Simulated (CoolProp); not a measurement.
Values from CoolProp's reference Helmholtz-energy equation of state, Lemmon 2006. It is a short technical equation, of lower accuracy than the large ones.

**Question.** Give the vapour pressure (kPa), liquid cp (kJ/(kg K)), vapour Z of saturated carbon monoxide at -166.75, -153.95, -145.45 °C.

**Answer.** 
| T (°C) | p (kPa) | liquid cp (kJ/(kg K)) | vapour Z |
|---|---|---|---|
| -166.75 | 849 | 2.44 | 0.815 |
| -153.95 | 1800 | 3.12 | 0.679 |
| -145.45 | 2750 | 5.28 | 0.539 |
